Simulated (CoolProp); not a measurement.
Vapour-liquid equilibrium of isobutene (1) + acetone (2) at 0.0139 MPa; x and y are mole fractions of (1).

Model: multi-fluid Helmholtz-energy mixture model, Lemmon 2005 and Lemmon 2006; pair parameters Bell 2016, in CoolProp.

```tsv
x	bubble temperature, mixture model (°C)	bubble temperature, Raoult's law (°C)	y, mixture model	y, Raoult's law
0.05	___	-2.3	0.761	0.437
0.15	-35.6	-15.7	___	0.767
0.25	-41.9	-24.2	0.963	0.880
0.35	-44.4	-30.2	0.971	0.931
0.45	___	-34.7	0.974	0.958
0.55	___	-38.3	0.976	0.973
0.65	-46.0	-41.3	0.976	0.984
0.75	___	-43.8	0.978	0.990
0.85	-47.0	-45.9	0.982	0.995
0.95	___	-47.8	0.992	0.999
```

Task: Complete the blanks.

Result: 
- 0.05, bubble temperature, mixture model (°C): -17.3
- 0.15, y, mixture model: 0.936
- 0.45, bubble temperature, mixture model (°C): -45.4
- 0.55, bubble temperature, mixture model (°C): -45.8
- 0.75, bubble temperature, mixture model (°C): -46.4
- 0.95, bubble temperature, mixture model (°C): -48.0

The largest gap from Raoult's law is -19.9 K in bubble temperature, at x = 0.15. No azeotrope shows between x = 0.05 and 0.95.

The pair parameters rest on a limited set of measurements; away from them the model extrapolates. With so large a gap from Raoult's law the liquid may split in two, which this calculation doesn't test in full.
